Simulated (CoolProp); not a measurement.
A simple Rankine cycle with water: condensing at 327.15 K, boiler at 3.44 MPa, turbine inlet 664.7 K, turbine efficiency 0.9, pump efficiency 0.8, no recuperator. Each further row changes one setting.

Model: reference Helmholtz-energy equation of state, Wagner 2002, in CoolProp.

```csv
case,thermal efficiency (%),net work (kJ/kg),heat in (kJ/kg),turbine exit temperature (K),volume ratio over the turbine
as stated,29.9,890,2970,327.1,104
turbine inlet 684.7 K,30.2,911,3020,327.1,(withheld)
condensing temperature 319.15 K,(withheld),934,3010,319.1,(withheld)
boiler pressure 2.41 MPa,28.5,(withheld),2990,327.1,73.4
turbine efficiency 0.8,26.6,791,2970,327.1,109
```

**Question.** Complete the blanks.

**Answer.** 
- turbine inlet 684.7 K, volume ratio over the turbine: 101
- condensing temperature 319.15 K, thermal efficiency (%): 31.1
- condensing temperature 319.15 K, volume ratio over the turbine: 149
- boiler pressure 2.41 MPa, net work (kJ/kg): 853

The expansion ends wet for: as stated; turbine inlet 684.7 K; condensing temperature 319.15 K; boiler pressure 2.41 MPa; turbine efficiency 0.8.
